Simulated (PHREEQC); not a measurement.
NaOH is added in steps, without added water, to 1 kg of water holding 0.12 mol/kgw HF and 0.29 mol/kgw KF, at 85 °C. Oxygen is held at 0.21 atm. CO2 from the air is kept out. Nothing may precipitate in this run.

Base run: PHREEQC, ion-association model, wateq4f.dat. Each further column changes one thing. The table gives pH.

```csv
NaOH added (mol),base,Debye-Hückel limiting law,database phreeqc.dat,Davies equation for every ion,all activity coefficients set to 1
0,4.07,3.97,4.05,4.11,4.28
0.12,7.91,7.76,7.88,7.96,8.11
0.21,11.26,11.07,11.23,11.33,11.48
0.33,11.62,11.40,11.59,11.70,11.85
0.45,11.80,11.55,11.78,11.91,12.05
0.54,11.90,11.63,11.88,12.02,12.15
0.66,12.01,11.71,11.98,12.14,12.26
0.75,12.07,11.75,12.04,12.21,12.33
0.87,12.14,11.79,12.12,12.30,12.41
0.99,12.20,11.83,12.18,12.38,12.48
1.08,12.24,11.85,12.22,12.44,12.52
1.2,12.29,11.87,12.26,12.50,12.57
```

The ionic strength passes 0.7 mol/kgw, the rough limit of the ion-association models, in part of: base; Debye-Hückel limiting law; database phreeqc.dat; Davies equation for every ion; all activity coefficients set to 1. At this temperature some constants are extrapolated from 25 °C, and those without enthalpy data are left unchanged. phreeqc.dat and wateq4f.dat share most of their constants, so their agreement is no independent check.
